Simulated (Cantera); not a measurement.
Input: 1 mol MgO, 0.29 mol C, 0.055 mol H2, equilibrated at 2548.15 K and 75.0 Torr.

These are equilibrium values from Cantera (NASA tables, ideal gas, pure condensed phases), not measurements of a reactor. Candidate condensed phases: C, C6H6, C7H8, C8H18, H2O, Mg, MgCO3, MgO, Mg(OH)2; 116 gas species. The tables' values for MgH are old estimates; treat these amounts as uncertain. Rates play no part.

### Question
What is the equilibrium state?

### Answer
| Quantity | Value |
|---|---|
| x(Mg) | 0.460 |
| x(CO) | 0.431 |
| x(H2) | 0.0611 |
| x(H) | 0.0242 |
| x(CO2) | 0.00996 |
| x(H2O) | 0.00893 |
| x(MgOH) | 0.00157 |
| x(MgO) | 0.000939 |
| x(OH) | 0.000774 |
| n(MgO(s)) | 0.695 mol |
| gas amount | 0.6573 mol |
| log10 activity of Mg(l) (absent) | -3.50 |
| log10 activity of C(graphite) (absent) | -5.20 |
